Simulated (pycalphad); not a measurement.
**Effect of Si content in Al-Si**

All values are pycalphad results on the COST 507 light-alloy database (1999) (1 atm), not direct measurements. The data set is of 1999 and partly superseded. Amounts are mole fractions of atoms.

```csv
alloy,liquidus (K),first solid,solidus (K),phases at 750 K
Al-2.693Si (wt.%),917,fcc,850,"fcc 0.98, diamond (Si) 0.02"
Al-5.391Si (wt.%),900,fcc,850,"fcc 0.95, diamond (Si) 0.05"
Al-10.75Si (wt.%),863,fcc,850,"fcc 0.90, diamond (Si) 0.10"
Al-16.08Si (wt.%),906,diamond (Si),850,"fcc 0.85, diamond (Si) 0.15"
Al-21.41Si (wt.%),981,diamond (Si),850,"fcc 0.80, diamond (Si) 0.20"
Al-31.98Si (wt.%),1119,diamond (Si),850,"fcc 0.69, diamond (Si) 0.31"
```
